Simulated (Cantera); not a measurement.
Charge: 1 mol Si, 0.72 mol Cl2, 5.4 mol H2, at 0.133 bar.

Cantera equilibrium calculation (NASA polynomials, part measured and part estimated; ideal gas, pure solids and liquids). Candidate condensed phases: Si; 19 gas species. Kinetics and transport are ignored.

Problem. What share of the Si ends up in condensed phases as a function of T (°C), at 427, 502, 577, 652, 727, 802, 877, 952, 1027, 1102, 1177, 1252?

Solution. 
```
T (°C)  Si condensed (%)     as
------  ----------------  -----
427                 60.8  Si(s)
502                 61.0  Si(s)
577                 61.4  Si(s)
652                 62.1  Si(s)
727                 63.1  Si(s)
802                 64.6  Si(s)
877                 66.1  Si(s)
952                 67.3  Si(s)
1027                67.5  Si(s)
1102                66.8  Si(s)
1177                65.8  Si(s)
1252                64.9  Si(s)
```
